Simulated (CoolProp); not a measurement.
Vapour-liquid equilibrium of isohexane (1) + n-heptane (2) at 246.6 K; x and y are mole fractions of (1).

The numbers come from the multi-fluid Helmholtz-energy mixture model, Lemmon 2006 and Span 2003; pair parameters Bell 2016 in CoolProp.

| x | bubble pressure (MPa) | y at the bubble point | dew pressure at overall composition x (MPa) | liquid density (mol/L) |
|---|---|---|---|---|
| 0.05 | 0.0003286 | ? | ? | ? |
| 0.2 | 0.0005879 | 0.673 | ? | ? |
| 0.35 | 0.0008404 | 0.813 | 0.0003460 | 7.486 |
| 0.5 | 0.001092 | 0.889 | ? | 7.611 |
| 0.65 | 0.001346 | 0.937 | 0.0005599 | 7.741 |
| 0.8 | 0.001602 | 0.970 | 0.0008078 | 7.874 |
| 0.95 | ? | 0.994 | ? | 8.011 |

Question: Some entries are withheld; supply them.

Answer: 
- 0.05, y at the bubble point: 0.309
- 0.05, dew pressure at overall composition x (MPa): 0.0002501
- 0.05, liquid density (mol/L): 7.248
- 0.2, dew pressure at overall composition x (MPa): 0.0002904
- 0.2, liquid density (mol/L): 7.365
- 0.5, dew pressure at overall composition x (MPa): 0.0004279
- 0.95, bubble pressure (MPa): 0.001860
- 0.95, dew pressure at overall composition x (MPa): 0.001438

No azeotrope shows between x = 0.05 and 0.95.

The pair parameters rest on a limited set of measurements; away from them the model extrapolates.
